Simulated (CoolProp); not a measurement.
Vapour-liquid equilibrium of R1234yf (1) + R227EA (2) at 12.6 kPa; x and y are mole fractions of (1).

The numbers come from the multi-fluid Helmholtz-energy mixture model, Lemmon 2022 and Lemmon 2016; pair parameters Bell 2016 in CoolProp.

Problem. Give the bubble temperature and the first vapour's composition at x = 0.275, 0.425, 0.65. Is there an azeotrope?

Solution. x = 0.275: -60.3 °C, y = 0.457; x = 0.425: -62.2 °C, y = 0.622; x = 0.65: -64.8 °C, y = 0.806. No azeotrope shows between x = 0.05 and 0.95.

The pair parameters rest on a limited set of measurements; away from them the model extrapolates.
